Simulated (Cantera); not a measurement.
Feed: 1 mol c-C₄F₈, 14 mol H₂, equilibrated at 2475 °C.

Equilibrium computed with Cantera from the NASA thermochemical tables; the gas is ideal and each condensed phase is pure. Candidate condensed phases: C, C₆H₆, C₇H₈, C₈H₁₈; 95 gas species. The feed counts by its element totals alone. Kinetics and transport are ignored.

**Question.** At 75.0 Torr, list the 4 most abundant gas species with their mole fractions, and the condensed phases.

**Answer.** H₂ 0.433, HF 0.412, H 0.141, C₂H₂ (acetylene) 0.0121. Condensed: C(graphite).
